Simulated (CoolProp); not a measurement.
Model: reference Helmholtz-energy equation of state, Akasaka 2015, in CoolProp.

Task: Give the vapour pressure (bar), vapour density (kg/m³) of saturated R245fa at -41.75, 14.75 °C.

Result: 
```json
[
 {"T (°C)": "-41.75", "p (bar)": "0.0519", "vapour density (kg/m³)": "0.363"},
 {"T (°C)": "14.75", "p (bar)": "1.00", "vapour density (kg/m³)": "5.85"}
]
```
